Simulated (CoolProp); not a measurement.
Properties of CF4 (R14) along the isotherm 393 K (Tc = 227.4 K, pc = 3762 kPa, ω = 0.178).

Values from CoolProp's reference Helmholtz-energy equation of state, Platzer 1990. This equation is an older, rougher fit.

```json
[
 {"p (kPa)": "171", "phase": "gas", "cp (kJ/(kg K))": "0.8183", "cv (kJ/(kg K))": "0.7221"},
 {"p (kPa)": "342", "phase": "gas", "cp (kJ/(kg K))": "0.8201", "cv (kJ/(kg K))": "0.7221"},
 {"p (kPa)": "513", "phase": "gas", "cp (kJ/(kg K))": "0.8220", "cv (kJ/(kg K))": "0.7222"},
 {"p (kPa)": "684", "phase": "gas", "cp (kJ/(kg K))": "0.8239", "cv (kJ/(kg K))": "0.7223"},
 {"p (kPa)": "855", "phase": "gas", "cp (kJ/(kg K))": "0.8258", "cv (kJ/(kg K))": "0.7224"},
 {"p (kPa)": "1030", "phase": "gas", "cp (kJ/(kg K))": "0.8277", "cv (kJ/(kg K))": "0.7225"},
 {"p (kPa)": "1200", "phase": "gas", "cp (kJ/(kg K))": "0.8296", "cv (kJ/(kg K))": "0.7226"},
 {"p (kPa)": "1370", "phase": "gas", "cp (kJ/(kg K))": "0.8315", "cv (kJ/(kg K))": "0.7227"},
 {"p (kPa)": "1540", "phase": "gas", "cp (kJ/(kg K))": "0.8334", "cv (kJ/(kg K))": "0.7228"},
 {"p (kPa)": "1710", "phase": "gas", "cp (kJ/(kg K))": "0.8353", "cv (kJ/(kg K))": "0.7229"},
 {"p (kPa)": "1880", "phase": "gas", "cp (kJ/(kg K))": "0.8373", "cv (kJ/(kg K))": "0.7230"}
]
```
